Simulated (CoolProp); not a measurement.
Chlorine at 410.74 K and 9.91 MPa is throttled through a valve to 6.46 MPa with no heat exchange. Each further row changes one setting.

Model: reference Helmholtz-energy equation of state, Thol 2021, in CoolProp.

```json
[
 {"case": "as stated", "temperature change (K)": "-6.5", "final phase": "liquid", "final density (kg/m³)": "914"},
 {"case": "outlet pressure 1.94 MPa", "temperature change (K)": "-74.2", "final phase": "(withheld)", "final density (kg/m³)": "(withheld)"},
 {"case": "outlet pressure 8.4 MPa", "temperature change (K)": "(withheld)", "final phase": "liquid", "final density (kg/m³)": "949"}
]
```

Q: What belongs in the gaps?

A: 
- outlet pressure 1.94 MPa, final phase: two-phase, vapour fraction 0.404
- outlet pressure 1.94 MPa, final density (kg/m³): 142
- outlet pressure 8.4 MPa, temperature change (K): -2.4
